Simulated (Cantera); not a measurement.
Input: 1 mol Si, 0.66 mol Cl₂, 3.1 mol H₂, at 87000 Pa.

Method: chemical equilibrium by Gibbs-energy minimisation in Cantera with the NASA 1993 tables (ideal gas, pure condensed phases). Candidate condensed phases: Si; 19 gas species. Rates play no part. All values below are at 427 °C.

Base state: H₂ 0.891, SiCl₄ 0.0640, SiHCl₃ 0.0431, SiH₂Cl₂ 0.00191, HCl 0.000270, SiH₃Cl 1.81e-5 (mole fractions); condensed: Si(s).

Task: What changes in the equilibrium state with this change: pressure from 87000 Pa to 10000 Pa?

Result: 
| species | before | after |
|---|---|---|
| H₂ | 0.891 | 0.895 |
| SiCl₄ | 0.0640 | 0.0752 |
| SiHCl₃ | 0.0431 | 0.0284 |
| SiH₃Cl | 1.81e-5 | 3.76e-6 |
| SiH₂Cl₂ | 0.00191 | 0.000705 |
| HCl | 0.000270 | 0.000485 |
| Si(s), mol | 0.630 | 0.645 |
